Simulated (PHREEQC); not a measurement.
## Brackish or sea water

Synthetic water in mg/kgw, 65 °C, pH 6.88, pe 9.4:

| constituent | mg/kgw |
|---|---|
| Na | 2670 |
| K | 557 |
| Ca | 160 |
| Mg | 73.8 |
| Cl | 4440 |
| S(6) as SO4 | 943 |
| Alkalinity as HCO3 | 8.74 |
| Ni | 74 |
| B | 6.95 |

Valence states are taken as typed.

Model: ion-association model, wateq4f.dat, run in PHREEQC.

No solid was allowed to form.

### Question
Estimate the ionic strength, charge-balance error.

### Answer
ionic strength 0.154 mol/kgw; charge-balance error 0.7 %.

### Question
In which forms is B present?

### Answer
H3BO3 99 %, H2BO3- 1.2 % of the B.

Complexes and solids missing from the database can't appear. Constants without temperature data keep their 25 °C values here.
